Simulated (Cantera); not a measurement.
## Ammonia decomposition in nitride growth gas

An isothermal, constant-pressure homogeneous reactor starts with 16.1 % NH₃, 83.9 % N₂, at 1775 K and 1.00 bar.

Model: the gas-phase N/H chemistry of the illustrative SiF4/NH3 mechanism in the Surface Chemkin manual (1991), integrated in Cantera. Walls and surfaces, which speed up NH3 decomposition in real reactors, are not modelled.

| t (s) | x NH₃ | x N₂H₄ | x N₂ | x H | x NH |
|---|---|---|---|---|---|
| 0.000200 | 0.161 | 6.48e-9 | 0.839 | 5.44e-8 | 9.65e-8 |
| 0.000540 | 0.161 | 3.77e-8 | 0.839 | 1.00e-7 | 4.10e-7 |
| 0.00146 | 0.161 | 8.59e-8 | 0.839 | 2.63e-7 | 7.48e-7 |
| 0.00394 | 0.160 | 8.70e-8 | 0.838 | 6.16e-7 | 8.42e-7 |
| 0.0106 | 0.158 | 7.93e-8 | 0.838 | 1.50e-6 | 9.81e-7 |
| 0.0287 | 0.153 | 6.70e-8 | 0.836 | 3.67e-6 | 1.19e-6 |
| 0.0775 | 0.140 | 5.18e-8 | 0.832 | 8.88e-6 | 1.37e-6 |
| 0.209 | 0.112 | 3.42e-8 | 0.824 | 2.09e-5 | 1.37e-6 |
| 0.565 | 0.0662 | 1.50e-8 | 0.811 | 4.48e-5 | 1.11e-6 |
| 1.52 | 0.0236 | 2.96e-9 | 0.799 | 8.12e-5 | 6.40e-7 |
| 4.12 | 0.00539 | 2.42e-10 | 0.793 | 0.000115 | 2.32e-7 |
| 11.1 | 0.00131 | 1.70e-11 | 0.792 | 0.000129 | 6.75e-8 |
| 30.0 | 0.000394 | 1.61e-12 | 0.792 | 0.000132 | 2.12e-8 |
x: mole fraction; the columns are a selection and need not sum to one.

Equilibrium at this temperature and pressure: NH₃ 2.58e-6, N₂H₄ <1e-12, N₂ 0.792, H 0.000133, NH 1.40e-10 (gas phase only).
